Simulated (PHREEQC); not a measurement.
Solution A (8.6 mmol/kgw HF, 3.7 mmol/kgw NH4F and 0.00028 mmol/kgw H4SiO4) is mixed with solution B (0.0013 mol CaCl2, 1.4e-05 mol CO2 and 0.0005 mol NaCl per kg of water) at 25 °C; shares are by mass of water, 1 kg in all. Oxygen is held at 0.21 atm. CO2 from the air is kept out. Only these solids could form: Calcite, Fluorite, Portlandite, Quartz, Halite, Nahcolite, Natron.

Computed with PHREEQC (ion-association model, wateq4f.dat).

```tsv
share of solution B	pH	Fluorite (mol)	F in solution (mol/kgw)	Ca+2 (mol/kgw)	SiF6-2 (mol/kgw)	CO2 (mol/kgw)
0	2.97	0	0.0123	0	2.80e-7	0
0.1	2.96	0.000128	?	?	?	1.40e-6
0.25	2.95	0.000321	0.00858	3.58e-6	2.10e-7	3.50e-6
0.4	2.94	0.000513	?	?	1.68e-7	5.60e-6
0.5	2.93	0.000639	0.00487	1.13e-5	1.38e-7	7.00e-6
0.6	2.92	0.000756	0.00341	2.35e-5	1.02e-7	8.40e-6
0.75	2.92	0.000839	0.00140	?	3.46e-9	1.05e-5
0.9	3.20	0.000406	0.000417	0.000762	6.64e-13	1.26e-5
1	5.64	0	0	0.00130	0	1.16e-5
```

Complete the blanks.


- 0.1, F in solution (mol/kgw): 0.0108
- 0.1, Ca+2 (mol/kgw): 2.26e-6
- 0.1, SiF6-2 (mol/kgw): 2.52e-7
- 0.4, F in solution (mol/kgw): 0.00635
- 0.4, Ca+2 (mol/kgw): 6.57e-6
- 0.75, Ca+2 (mol/kgw): 0.000135

SiF6-2 is the database's only silicon fluoride.
